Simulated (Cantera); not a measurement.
**Transport properties of process gases**

Gas mixture: 100 % CH4, at 5.00 bar, frozen composition.

Cantera's kinetic-theory transport with the Lennard-Jones parameters of GRI-Mech 3.0, ideal gas; thermal conductivity in the mixture-averaged form.

```tsv
T (K)	ρ (kg/m³)	cp (J/kg/K)	μ (µPa s)	λ (mW/m/K)	Pr	D (cm²/s) CO2	D (cm²/s) N2	D (cm²/s) OH
400	2.41	2526	14.4	50.7	0.720	0.0595	0.0757	0.111
500	1.93	2898	17.1	68.7	0.720	0.0890	0.111	0.163
600	1.61	3287	19.5	88.6	0.723	0.123	0.152	0.222
700	1.38	3656	21.7	109	0.726	0.161	0.198	0.288
800	1.21	3989	23.8	131	0.726	0.203	0.248	0.361
900	1.07	4292	25.8	152	0.727	0.248	0.302	0.439
1000	0.965	4589	27.7	174	0.731	0.297	0.360	0.524
```
D: mixture-averaged diffusion coefficient of that species in the mixture.
